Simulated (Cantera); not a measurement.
A closed system holds: 1 mol C2H4, 1.1 mol O2, 0.38 mol H2, equilibrated at 1373.15 K and 1.50 bar.

Method: chemical equilibrium by Gibbs-energy minimisation in Cantera with the NASA 1993 tables (ideal gas, pure condensed phases). Candidate condensed phases: C, C6H6, C7H8, C8H18, H2O; 110 gas species. Kinetics and transport are ignored.

Base state: H2 0.511, CO 0.443, H2O 0.0322, CO2 0.0136, CH4 9.72e-5 (mole fractions); condensed: gas only.

### Question
What changes in the equilibrium state with this change: temperature from 1373.15 K to 998 K?

### Answer
| species | before | after |
|---|---|---|
| H2 | 0.511 | 0.473 |
| CO | 0.443 | 0.315 |
| H2O | 0.0322 | 0.0913 |
| CO2 | 0.0136 | 0.0880 |
| CH4 | 9.72e-5 | 0.0327 |
| C(graphite), mol | 0 | 0.354 |
